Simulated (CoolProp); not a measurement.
Saturation properties of C2F6 (R116).

Model: reference Helmholtz-energy equation of state, Lemmon 2006, in CoolProp. It is a short technical equation, of lower accuracy than the large ones.

```json
[
 {"T (K)": "196.2", "p (bar)": "1.077", "vapour density (kg/m³)": "9.561", "liquid conductivity (mW/(m K))": "75.7"},
 {"T (K)": "198", "p (bar)": "1.184", "vapour density (kg/m³)": "10.45", "liquid conductivity (mW/(m K))": "74.9"},
 {"T (K)": "199.8", "p (bar)": "1.298", "vapour density (kg/m³)": "11.40", "liquid conductivity (mW/(m K))": "74.2"},
 {"T (K)": "201.6", "p (bar)": "1.421", "vapour density (kg/m³)": "12.41", "liquid conductivity (mW/(m K))": "73.5"},
 {"T (K)": "203.4", "p (bar)": "1.553", "vapour density (kg/m³)": "13.50", "liquid conductivity (mW/(m K))": "72.8"},
 {"T (K)": "205.2", "p (bar)": "1.695", "vapour density (kg/m³)": "14.66", "liquid conductivity (mW/(m K))": "72.1"},
 {"T (K)": "207", "p (bar)": "1.845", "vapour density (kg/m³)": "15.89", "liquid conductivity (mW/(m K))": "71.3"},
 {"T (K)": "208.8", "p (bar)": "2.006", "vapour density (kg/m³)": "17.21", "liquid conductivity (mW/(m K))": "70.6"},
 {"T (K)": "210.6", "p (bar)": "2.178", "vapour density (kg/m³)": "18.60", "liquid conductivity (mW/(m K))": "69.9"},
 {"T (K)": "212.4", "p (bar)": "2.360", "vapour density (kg/m³)": "20.09", "liquid conductivity (mW/(m K))": "69.2"},
 {"T (K)": "214.2", "p (bar)": "2.554", "vapour density (kg/m³)": "21.66", "liquid conductivity (mW/(m K))": "68.5"},
 {"T (K)": "216", "p (bar)": "2.760", "vapour density (kg/m³)": "23.34", "liquid conductivity (mW/(m K))": "67.8"},
 {"T (K)": "217.8", "p (bar)": "2.977", "vapour density (kg/m³)": "25.11", "liquid conductivity (mW/(m K))": "67.1"},
 {"T (K)": "219.6", "p (bar)": "3.208", "vapour density (kg/m³)": "26.99", "liquid conductivity (mW/(m K))": "66.4"},
 {"T (K)": "221.4", "p (bar)": "3.452", "vapour density (kg/m³)": "28.98", "liquid conductivity (mW/(m K))": "65.7"}
]
```

It boils at 195.1 K under 1 atm.

Thermal conductivity comes from a separate model (Huber 2003), an estimate that may be off by 10 % or more.
